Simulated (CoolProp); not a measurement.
C3F8 (R218) at several states: Z from the reference equation and from simpler models built on Tc = 345.0 K, pc = 2.640 MPa, ω = 0.317; each cubic takes its own stable root.

Model: reference Helmholtz-energy equation of state, Lemmon 2006, in CoolProp. It is a short technical equation, of lower accuracy than the large ones.

| T (K) | p (MPa) | phase | reference | Redlich-Kwong | Soave-Redlich-Kwong | Peng-Robinson |
|---|---|---|---|---|---|---|
| 317.5 | 0.585 | gas | 0.8923 | 0.8968 | 0.8916 | 0.8826 |
| 370.6 | 0.101 | gas | 0.9903 | 0.9893 | 0.9898 | 0.9885 |
| 355.2 | 1.06 | gas | 0.8673 | 0.8627 | 0.8656 | 0.8515 |
| 270.9 | 0.0112 | gas | 0.9967 | 0.9971 | 0.9968 | 0.9966 |
| 336.3 | 3.21 | liquid | 0.1981 | 0.2354 | 0.2295 | 0.2055 |
| 137.9 | 2.72 | liquid | 0.2266 | 0.2497 | 0.2456 | 0.2192 |
